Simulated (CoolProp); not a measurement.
Vapour pressure (kPa) of CH2F2 (R32): the reference equation beside estimates from Tc = 351.3 K, pc = 5783 kPa, ω = 0.277. Clausius-Clapeyron is anchored at 211.8 K with a constant enthalpy of vaporisation of 20.40 kJ/mol.

Values from CoolProp's reference Helmholtz-energy equation of state, Tillner-Roth 1997.

```tsv
T (K)	reference	Clausius-Clapeyron	van der Waals	Redlich-Kwong	Soave-Redlich-Kwong	Peng-Robinson
184	9.482	10.46	218.8	24.35	8.647	9.197
190.9	15.91	16.94	276.8	38.63	14.74	15.49
197.9	…	26.69	345.9	59.22	…	25.17
204.8	39.93	40.53	424.9	87.07	38.00	39.15
211.8	60.22	60.22	516.9	124.7	57.96	59.24
218.7	87.67	86.79	620.0	172.9	85.20	86.51
225.7	124.9	122.9	737.9	234.8	122.5	123.6
232.6	173.0	…	867.9	310.8	170.9	171.6
239.6	235.6	230.9	1015	404.9	234.3	234.3
```

### Question
What belongs in the gaps?

### Answer

- 197.9, reference: 25.76
- 197.9, Soave-Redlich-Kwong: 24.21
- 232.6, Clausius-Clapeyron: 169.7

Absolute difference from the reference over all 9 rows, mean and median: Clausius-Clapeyron 3.2 and 1.9 %, van der Waals 960.3 and 758.4 %, Redlich-Kwong 110.1 and 107.1 %, Soave-Redlich-Kwong 4.1 and 3.8 %, Peng-Robinson 1.7 and 1.6 %.
